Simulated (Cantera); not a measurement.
Mixture: 3.26 % CO, 0.652 % H2, 3.59 % CH4, 19.4 % O2, 73.1 % N2, equivalence ratio 0.47, at 0.330 bar, adiabatic and at constant volume. Ignition delay is the time to a rise of 400 K.

Computed with Cantera and GRI-Mech 3.0 (53 species, 325 reactions). Below about 1000 K GRI-Mech 3.0 lacks low-temperature oxidation paths. Below about 950 K walls govern HO2 and H2O2 in real vessels.

Q: Predict: delay at 850 K; delay at 900 K; delay at 950 K; delay at 1000 K; delay at 1050 K; delay at 1100 K; delay at 1150 K; apparent activation energy between 1050 and 1150 K.

A: 
```
Quantity                                                Result
--------------------------------------------------  ----------
delay at 850 K                                          1.11 s
delay at 900 K                                         0.311 s
delay at 950 K                                         0.174 s
delay at 1000 K                                        0.104 s
delay at 1050 K                                        60.2 ms
delay at 1100 K                                        33.9 ms
delay at 1150 K                                        19.1 ms
apparent activation energy between 1050 and 1150 K  120 kJ/mol
```
